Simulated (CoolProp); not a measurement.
Hexamethyldisiloxane (MM) along the isobar 2.72 MPa: Z from the reference equation and from simpler models built on Tc = 518.7 K, pc = 1.931 MPa, ω = 0.418; each cubic takes its own stable root.

Model: reference Helmholtz-energy equation of state, Thol 2016, in CoolProp.

```csv
T (K),phase,reference
444.9,liquid,0.2016
451.4,liquid,0.2020
457.8,liquid,0.2026
464.2,liquid,0.2035
470.7,liquid,0.2046
477.1,liquid,0.2061
483.5,liquid,0.2080
490,liquid,0.2104
496.4,liquid,0.2134
502.8,liquid,0.2173
509.3,liquid,0.2224
515.7,liquid,0.2291
522.1,supercritical,0.2387
528.6,supercritical,0.2539
535,supercritical,0.2813
541.4,supercritical,0.3369
```

Task: How far does each simpler model (van der Waals, Soave-Redlich-Kwong) lie from the reference over these 16 states: mean and median of the absolute difference, and the worst?

Result: 
- van der Waals: mean 45.9 %, median 51.0 %, worst +55.9 % at 444.9 K and 2.72 MPa
- Soave-Redlich-Kwong: mean 14.0 %, median 13.4 %, worst +21.6 % at 528.6 K and 2.72 MPa
